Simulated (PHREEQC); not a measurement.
A column of 0.1 m (40 cells, dispersivity 0.005 m, 60 s a shift, diffusion coefficient 3e-10 m²/s) holds 0.0027 eq of the database's cation exchanger X per kg of pore water, first in equilibrium with 0.00036 mol/kgw KBr, 0.097 mol/kgw SrCl2 and 1e-05 mol/kgw HCl. It is flushed with 3.4 mmol/kgw BaCl2, 0.9 mmol/kgw NaCl and 0.01 mmol/kgw HCl, at 40 °C. Values are for the last cell. No CO2 enters from the air. Precipitation was switched off in this run.

The series has 31 steps of pore volumes, from 0 to 3.013.

All values are PHREEQC results (ion-association model, phreeqc.dat), not measurements.

Q: After how many pore volumes does Ba at the outlet first reach half of its feed value?

A: By 1.1 pore volumes.

Q: After how many pore volumes does Na at the outlet first reach half of its feed value?

A: By 1.0 pore volumes.

Away from 25 °C the constants follow the database's enthalpies or fits; those with neither stay at their 25 °C values.
